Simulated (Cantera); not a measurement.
Charge: 1 mol CCl4, 0.75 mol F2, 0.41 mol H2, equilibrated at 10.0 Torr.

Equilibrium computed with Cantera from the NASA thermochemical tables; the gas is ideal and each condensed phase is pure. Candidate condensed phases: C, C6H6, C7H8, C8H18; 135 gas species. Ions and electrons are included (thermal ionisation). The tables' values for CCl are old estimates; treat these amounts as uncertain. Kinetics and transport are ignored. All values below are at 4000 K.

Base state: Cl 0.554, F 0.201, C 0.122, H 0.108, C2 0.00529, HF 0.00471, CF 0.00276, C3 0.00113 (mole fractions); condensed: gas only.

**Question.** What changes in the equilibrium state with this change: F2 from 0.75 to 0.52 mol?

**Answer.** 
```csv
species,before,after
Cl,0.554,0.591
F,0.201,0.148
C,0.122,0.130
H,0.108,0.117
CF,0.00276,0.00216
HF,0.00471,0.00375
C2H,1.95e-5,2.37e-5
C3,0.00113,0.00136
H2,6.17e-5,7.17e-5
```
